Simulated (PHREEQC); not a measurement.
PHREEQC input (ion-association model, wateq4f.dat):

```
SOLUTION_MASTER_SPECIES
  An  An-  0  An  62.0  # stands for a non-complexing anion
SOLUTION_SPECIES
  An- = An-
    -log_k 0
    -gamma 3.0 0
PHASES
  Fix_H+
    H+ = H+
    -log_k 0
SOLUTION 1
  temp 25
  units mmol/kgw
  pH 7 charge
  S(6) 0.00019
  Cu(2) 0.00019
  Na 300
  An 300
END
SELECTED_OUTPUT 1
  -reset false
  -pH true
  -pe true
  -ionic_strength true
  -water true
  -totals Cu Na S Cu(1) Cu(2) S(-2) S(6)
  -molalities Hfo_wOH Hfo_wOH2+ Hfo_wO- Hfo_sOH Hfo_sOH2+ Hfo_sO- Hfo_sOCu+ Hfo_wOCu+ Hfo_wSO4- Hfo_wOHSO4-2
  -saturation_indices Cu(OH)2 Brochantite Antlerite Mirabilite Chalcanthite
USER_PUNCH 1
  -headings sigma psi
  10 PUNCH EDL("sigma", "Hfo"), EDL("psi", "Hfo")
PRINT
  -reset false
USE solution 1
SURFACE 1
  Hfo_wOH 2.92135e-05 600 0.013
  Hfo_sOH 7.30337e-07
EQUILIBRIUM_PHASES 1
  Fix_H+ -4 HAn 10
    -force_equality true
  O2(g) -0.68 10
END
# ... the last block is repeated for the other 12 points of pH, with NaOH or the acid as the point needs
```

Selected output (columns that matter, 10 of 13 rows; pH added in front):

```
pH	mu	Cu	Na	S	m_Hfo_wOH	m_Hfo_wOH2+	m_Hfo_wO-	si_Cu(OH)2	si_Brochantite	si_Antlerite	si_Mirabilite	si_Chalcanthite	sigma	psi
4	0.30014	1.8982e-07	0.3	1.5217e-07	1.6819e-06	2.7491e-05	2.3573e-09	-7.908	-27.962	-21.644	-7.8148	-12.2	0.34806	0.12284
4.5	0.30005	1.8836e-07	0.3	1.6004e-07	4.0619e-06	2.5106e-05	1.5055e-08	-6.9114	-24.952	-19.631	-7.7922	-12.181	0.31772	0.11825
5.5	0.30001	1.2284e-07	0.3	1.815e-07	1.2211e-05	1.6778e-05	2.0361e-07	-5.0977	-19.643	-16.135	-7.7371	-12.312	0.21045	0.097728
6	0.30001	4.0077e-08	0.3	1.8703e-07	1.6145e-05	1.2561e-05	4.7537e-07	-4.5876	-18.589	-15.592	-7.7241	-12.789	0.15443	0.08276
6.5	0.30001	7.3296e-09	0.3	1.8917e-07	1.9105e-05	9.1575e-06	9.1308e-07	-4.35	-18.634	-15.874	-7.7191	-13.546	0.10628	0.065626
7.5	0.3	9.0102e-10	0.3	1.8996e-07	2.2032e-05	4.849e-06	2.2933e-06	-4.056	-19.456	-16.99	-7.7173	-15.251	0.034583	0.026467
8	0.3	1.0442e-09	0.3	1.8999e-07	2.2389e-05	3.5603e-06	3.2254e-06	-3.9222	-19.921	-17.589	-7.7172	-16.117	0.0065624	0.0052383
8.5	0.30001	1.4112e-09	0.30001	1.9e-07	2.221e-05	2.5734e-06	4.3914e-06	-3.7822	-20.361	-18.169	-7.7172	-16.977	-0.020605	-0.016206
9.5	0.30005	3.2017e-09	0.30005	1.9e-07	1.9921e-05	1.1173e-06	8.1367e-06	-3.4249	-20.932	-19.097	-7.7171	-18.619	-0.086257	-0.056723
10	0.30015	5.6418e-09	0.30016	1.9e-07	1.742e-05	6.2447e-07	1.1132e-05	-3.179	-20.948	-19.359	-7.7169	-19.373	-0.1303	-0.074801
```

Species that the database lacks are ignored. The database's constant for dissolved Cu(OH)2 is higher than later reviews accept.
